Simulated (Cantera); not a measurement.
Cantera run, input and output.

```python
import numpy as np
import cantera as ct

gas = ct.Solution("gri30.yaml")


def delay(T, t_max=10):
    gas.TPX = T, 100000, {'CO': 1, 'H2': 0.074, 'CH4': 0.3, 'O2': 1.28, 'N2': 4.8}
    reactor = ct.IdealGasConstPressureReactor(gas, clone=False)
    net = ct.ReactorNet([reactor])
    net.rtol, net.atol = 1e-8, 1e-16
    while net.time < t_max:
        t_old, T_old = net.time, reactor.T
        net.step()
        if reactor.T > T + 400:  # ignition: a rise of 400 K
            return t_old + (T + 400 - T_old) / (reactor.T - T_old) * (net.time - t_old)
    return np.nan


taus = []
for T in [1248, 1323, 1398, 1473, 1548, 1623, 1698, 1773, 1848, 1923]:
    taus.append(delay(T))
    print(f"T0 = {T:6g} K   tau = {taus[-1]:.4e} s")
```

It prints:

```
T0 =   1248 K   tau = 2.1063e-03 s
T0 =   1323 K   tau = 1.0988e-03 s
T0 =   1398 K   tau = 6.1201e-04 s
T0 =   1473 K   tau = 3.6603e-04 s
T0 =   1548 K   tau = 2.3270e-04 s
T0 =   1623 K   tau = 1.5483e-04 s
T0 =   1698 K   tau = 1.0645e-04 s
T0 =   1773 K   tau = 7.5057e-05 s
T0 =   1848 K   tau = 5.4094e-05 s
T0 =   1923 K   tau = 3.9825e-05 s
```

Computed with Cantera and GRI-Mech 3.0 (53 species, 325 reactions).
